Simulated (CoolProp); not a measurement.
Properties of ethylene along the isotherm 450 K.

Computed with CoolProp (reference Helmholtz-energy equation of state, Smukala 2000).

| p (bar) | phase | cv (kJ/(kg K)) | Joule-Thomson coefficient (K/MPa) | isothermal compressibility (1/MPa) |
|---|---|---|---|---|
| 5.82 | gas | 1.769 | 3.539 | 1.732 |
| 11.6 | gas | 1.773 | 3.525 | 0.8758 |
| 17.5 | gas | 1.776 | 3.509 | 0.5851 |
| 23.3 | gas | 1.780 | 3.491 | 0.4428 |
| 29.1 | gas | 1.783 | 3.470 | 0.3571 |
| 34.9 | gas | 1.787 | 3.447 | 0.2999 |
| 40.7 | gas | 1.790 | 3.421 | 0.2589 |
| 46.5 | gas | 1.793 | 3.392 | 0.2281 |
| 52.4 | supercritical | 1.797 | 3.359 | 0.2037 |
| 58.2 | supercritical | 1.800 | 3.324 | 0.1844 |
| 64 | supercritical | 1.803 | 3.286 | 0.1686 |
| 69.8 | supercritical | 1.807 | 3.245 | 0.1553 |
| 75.6 | supercritical | 1.810 | 3.200 | 0.1439 |
